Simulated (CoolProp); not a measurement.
Propane at 298.15 K and 0.218 MPa flows at 2.3 m/s in a round tube of 10 mm bore and 0.25 µm roughness, fully developed (64/Re and Nu = 3.66 if laminar; Colebrook and Gnielinski if turbulent). Each further row changes one setting.

Model: reference Helmholtz-energy equation of state, Lemmon 2009, in CoolProp.

| case | Reynolds number | Darcy friction factor | pressure drop (Pa/m) | heat-transfer coefficient (W/(m² K)) | mass flow (kg/h) |
|---|---|---|---|---|---|
| as stated | 11400 | 0.0299 | 31.8 | 62.0 | … |
| velocity 4.6 m/s | 22700 | … | 107 | … | 5.23 |
| diameter 20 mm | 22700 | … | 13.4 | … | 10.5 |

Question: Some entries are withheld; supply them.

Answer: 
- as stated, mass flow (kg/h): 2.61
- velocity 4.6 m/s, Darcy friction factor: 0.0252
- velocity 4.6 m/s, heat-transfer coefficient (W/(m² K)): 108
- diameter 20 mm, Darcy friction factor: 0.0251
- diameter 20 mm, heat-transfer coefficient (W/(m² K)): 53.9

Viscosity comes from a separate model (Vogel 1998). Thermal conductivity comes from a separate model (Marsh 2002).
